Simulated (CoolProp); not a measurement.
The fluid at 298.15 K and 6.29 MPa flows at 0.21 m/s in a round tube of 2 mm bore and 45 µm roughness, fully developed (64/Re and Nu = 3.66 if laminar; Colebrook and Gnielinski if turbulent). The same conditions are run with several fluids, on thermodynamics alone (safety and materials aside).

The numbers come from the reference Helmholtz-energy equation of state of each fluid (R13: Platzer 1990; ethylbenzene: Zhou 2012; o-xylene: Zhou 2012; toluene: Lemmon 2006) in CoolProp. The equations of Platzer and Polt are older, rougher fits.

```tsv
fluid	Reynolds number	Darcy friction factor	pressure drop (Pa/m)	heat-transfer coefficient (W/(m² K))	mass flow (kg/h)
R13	5420	…	…	…	…
ethylbenzene	…	0.113	1080	237	2.06
o-xylene	…	0.138	1340	…	2.09
toluene	…	0.102	977	242	2.06
```

### Question
Some entries are withheld; supply them.

### Answer

- R13, Darcy friction factor: 0.0569
- R13, pressure drop (Pa/m): 640
- R13, heat-transfer coefficient (W/(m² K)): 928
- R13, mass flow (kg/h): 2.42
- ethylbenzene, Reynolds number: 565
- o-xylene, Reynolds number: 463
- o-xylene, heat-transfer coefficient (W/(m² K)): 243
- toluene, Reynolds number: 626

Transport values come from each fluid's own correlations; those of R13, ethylbenzene are estimates that may be off by 10 % or more.
